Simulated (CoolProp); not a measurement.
Cyclohexane along the isobar 5.84 MPa: Z from the reference equation and from simpler models built on Tc = 280.5 °C, pc = 4.081 MPa, ω = 0.209; each cubic takes its own stable root.

Values from CoolProp's reference Helmholtz-energy equation of state, Zhou 2014.

```
T (°C)   phase  reference  van der Waals  Redlich-Kwong  Peng-Robinson
------  ------  ---------  -------------  -------------  -------------
176.45  liquid     0.2099         0.3220         0.2330         0.2002
186.05  liquid     0.2094         0.3204         0.2333         0.2005
195.75  liquid     0.2092         0.3192         0.2341         0.2013
205.35  liquid     0.2094         0.3185         0.2354         0.2026
215.05  liquid     0.2100         0.3183         0.2373         0.2045
224.75  liquid     0.2111         0.3187         0.2399         0.2072
234.35  liquid     0.2129         0.3197         0.2433         0.2107
244.05  liquid     0.2154         0.3214         0.2478         0.2155
```
